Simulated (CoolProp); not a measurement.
The numbers come from the reference Helmholtz-energy equation of state, Lemmon 2006 in CoolProp. It is a short technical equation, of lower accuracy than the large ones.

Problem. For C3F8 (R218), give the phase and the density (kg/m³), cv (kJ/(kg K)), speed of sound (m/s), expansivity (1/kK) at 257.5 K and 0.0903 MPa; 391.4 K and 1.04 MPa; 207.7 K and 14.5 MPa.

Solution. 
- 257.5 K and 0.0903 MPa: gas; density 8.20, cv 0.686, speed of sound 107, expansivity 4.41
- 391.4 K and 1.04 MPa: gas; density 65.8, cv 0.884, speed of sound 124, expansivity 3.55
- 207.7 K and 14.5 MPa: liquid; density 1760, cv 0.638, speed of sound 744, expansivity 1.79
